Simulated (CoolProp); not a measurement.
Vapour-liquid equilibrium of isobutane (1) + n-butane (2) at 194.1 K; x and y are mole fractions of (1).

Model: multi-fluid Helmholtz-energy mixture model, Bücker 2006 and Bücker 2006; pair parameters Kunz 2012, in CoolProp.

Task: Give the bubble pressure and the first vapour's composition at x = 0.35, 0.85, 0.95. Is there an azeotrope?

Result: x = 0.35: 0.001649 MPa, y = 0.523; x = 0.85: 0.002262 MPa, y = 0.919; x = 0.95: 0.002385 MPa, y = 0.974. No azeotrope shows between x = 0.05 and 0.95.

Pair parameters are fitted to limited data, so mixtures are less certain than the pure fluids.
